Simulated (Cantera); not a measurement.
## Adiabatic ignition

An adiabatic, constant-volume homogeneous reactor starts with 6.28 % C3H8, 19.6 % O2, 74.1 % N2, equivalence ratio 1.6, at 1498 K and 2.60 bar.

Cantera simulation using GRI-Mech 3.0 (53 species, 325 reactions); the numbers are that mechanism's predictions, not measurements. GRI-Mech 3.0 was tuned for natural gas; its chemistry of propane as a main component is partial and can be far from experiment. Above 3000 K some thermodynamic fits are extrapolated.

| t (s) | T (K) | P (bar) | x C3H8 | x O2 | x O | x CH4 | x N2O | x HCO | x NO2 |
|---|---|---|---|---|---|---|---|---|---|
| 3.00e-6 | 1492 | 2.59 | 0.0615 | 0.195 | 1.00e-6 | 5.81e-5 | 2.37e-10 | 4.73e-8 | <1e-12 |
| 8.50e-6 | 1489 | 2.60 | 0.0577 | 0.193 | 1.72e-6 | 0.000448 | 9.44e-10 | 5.44e-7 | <1e-12 |
| 2.41e-5 | 1503 | 2.66 | 0.0441 | 0.185 | 4.40e-6 | 0.00241 | 3.67e-9 | 3.68e-6 | 2.29e-12 |
| 6.82e-5 | 3043 | 6.36 | <1e-12 | 0.00131 | 0.00191 | 7.45e-12 | 3.43e-7 | 1.14e-6 | 1.18e-7 |
| 0.000193 | 3036 | 6.35 | <1e-12 | 0.00118 | 0.00176 | 8.19e-12 | 3.95e-7 | 1.12e-6 | 3.07e-7 |
| 0.000548 | 3034 | 6.34 | <1e-12 | 0.00116 | 0.00173 | 8.31e-12 | 4.12e-7 | 1.12e-6 | 3.45e-7 |
| 0.00155 | 3034 | 6.34 | <1e-12 | 0.00116 | 0.00173 | 8.31e-12 | 4.12e-7 | 1.12e-6 | 3.45e-7 |
| 0.00440 | 3034 | 6.34 | <1e-12 | 0.00116 | 0.00173 | 8.31e-12 | 4.12e-7 | 1.12e-6 | 3.45e-7 |
| 0.0125 | 3034 | 6.34 | <1e-12 | 0.00116 | 0.00173 | 8.31e-12 | 4.12e-7 | 1.12e-6 | 3.45e-7 |
| 0.0353 | 3034 | 6.34 | <1e-12 | 0.00116 | 0.00173 | 8.31e-12 | 4.12e-7 | 1.12e-6 | 3.45e-7 |
| 0.100 | 3034 | 6.34 | <1e-12 | 0.00116 | 0.00173 | 8.31e-12 | 4.12e-7 | 1.12e-6 | 3.45e-7 |
x: mole fraction; the columns are a selection and need not sum to one.

```
Property                                                             Value
---------------------------------  ---------------------------------------
time of steepest temperature rise                                  43.0 µs
temperature at 0.100 s                                              3034 K
equilibrium temperature                                             3034 K
x(C3H8) at 0.100 s                   <1e-12 (gas-phase equilibrium <1e-12)
x(O2) at 0.100 s                   0.00116 (gas-phase equilibrium 0.00116)
x(O) at 0.100 s                    0.00173 (gas-phase equilibrium 0.00173)
```
